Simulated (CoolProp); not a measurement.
Computed with CoolProp (reference Helmholtz-energy equation of state, Thol 2019).

Task: For n-pentane, give the phase and the Joule-Thomson coefficient (K/MPa), conductivity (mW/(m K)), Prandtl number at 478.6 K and 3.85 MPa; 540.9 K and 3.85 MPa; 561.6 K and 3.85 MPa.

Result: 
- 478.6 K and 3.85 MPa: supercritical; Joule-Thomson coefficient 14.4, conductivity 90.2, Prandtl number 2.12
- 540.9 K and 3.85 MPa: supercritical; Joule-Thomson coefficient 7.03, conductivity 54.2, Prandtl number 0.639
- 561.6 K and 3.85 MPa: supercritical; Joule-Thomson coefficient 5.82, conductivity 55.9, Prandtl number 0.632

Viscosity comes from a separate model (Quiñones-Cisneros 2006), older than the equation that it now runs on, and unchecked against measurements. Thermal conductivity comes from a separate model (Vassiliou 2015).
